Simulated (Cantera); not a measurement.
An adiabatic, constant-volume homogeneous reactor starts with CH4 : O2 : N2 = 1 : 1.54 : 5.78 (molar parts), at 1623 K and 1.00 bar. Integrator tolerance rtol = 1e-08.

Cantera simulation using GRI-Mech 3.0 (53 species, 325 reactions); the numbers are that mechanism's predictions, not measurements.

Task: What does this change do: pressure from 1.00 bar to 19.0 bar?

Result: 
```json
[
 {"quantity": "time of steepest temperature rise", "before": "0.394 ms", "after": "37.0 µs"},
 {"quantity": "temperature at 1.00 s", "before": "2969 K", "after": "3241 K"},
 {"quantity": "equilibrium temperature", "before": "2969 K", "after": "3241 K"},
 {"quantity": "x(CH4) at 1.00 s", "before": "<1e-12 (gas-phase equilibrium <1e-12)", "after": "2.13e-11 (gas-phase equilibrium 2.50e-11)"},
 {"quantity": "x(O2) at 1.00 s", "before": "0.00709 (gas-phase equilibrium 0.00709)", "after": "0.00309 (gas-phase equilibrium 0.00309)"},
 {"quantity": "x(O) at 1.00 s", "before": "0.00607 (gas-phase equilibrium 0.00607)", "after": "0.00213 (gas-phase equilibrium 0.00213)"},
 {"quantity": "x(C2H4) at 1.00 s", "before": "<1e-12 (gas-phase equilibrium <1e-12)", "after": "<1e-12 (gas-phase equilibrium <1e-12)"},
 {"quantity": "x(HCN) at 1.00 s", "before": "1.95e-8 (gas-phase equilibrium 1.95e-8)", "after": "2.90e-7 (gas-phase equilibrium 2.91e-7)"}
]
```
The pressure lies above the range GRI-Mech 3.0 was tuned for (to about 10 atm). Above 3000 K some thermodynamic fits are extrapolated.

Task: What does this change do: initial temperature 1623 to 1025 K?

Result: 
```json
[
 {"quantity": "time of steepest temperature rise", "before": "0.394 ms", "after": "0.799 s"},
 {"quantity": "temperature at 1.00 s", "before": "2969 K", "after": "2792 K"},
 {"quantity": "equilibrium temperature", "before": "2969 K", "after": "2792 K"},
 {"quantity": "x(CH4) at 1.00 s", "before": "<1e-12 (gas-phase equilibrium <1e-12)", "after": "<1e-12 (gas-phase equilibrium <1e-12)"},
 {"quantity": "x(O2) at 1.00 s", "before": "0.00709 (gas-phase equilibrium 0.00709)", "after": "0.00248 (gas-phase equilibrium 0.00248)"},
 {"quantity": "x(O) at 1.00 s", "before": "0.00607 (gas-phase equilibrium 0.00607)", "after": "0.00154 (gas-phase equilibrium 0.00154)"},
 {"quantity": "x(C2H4) at 1.00 s", "before": "<1e-12 (gas-phase equilibrium <1e-12)", "after": "<1e-12 (gas-phase equilibrium <1e-12)"},
 {"quantity": "x(HCN) at 1.00 s", "before": "1.95e-8 (gas-phase equilibrium 1.95e-8)", "after": "1.78e-8 (gas-phase equilibrium 1.78e-8)"}
]
```

Task: What does this change do: initial temperature 1623 to 1300 K?

Result: 
```
quantity                                                            before                                    after
---------------------------------  ---------------------------------------  ---------------------------------------
time of steepest temperature rise                                 0.394 ms                                  12.7 ms
temperature at 1.00 s                                               2969 K                                   2880 K
equilibrium temperature                                             2969 K                                   2880 K
x(CH4) at 1.00 s                     <1e-12 (gas-phase equilibrium <1e-12)    <1e-12 (gas-phase equilibrium <1e-12)
x(O2) at 1.00 s                    0.00709 (gas-phase equilibrium 0.00709)  0.00450 (gas-phase equilibrium 0.00450)
x(O) at 1.00 s                     0.00607 (gas-phase equilibrium 0.00607)  0.00321 (gas-phase equilibrium 0.00321)
x(C2H4) at 1.00 s                    <1e-12 (gas-phase equilibrium <1e-12)    <1e-12 (gas-phase equilibrium <1e-12)
x(HCN) at 1.00 s                   1.95e-8 (gas-phase equilibrium 1.95e-8)  1.79e-8 (gas-phase equilibrium 1.79e-8)
```
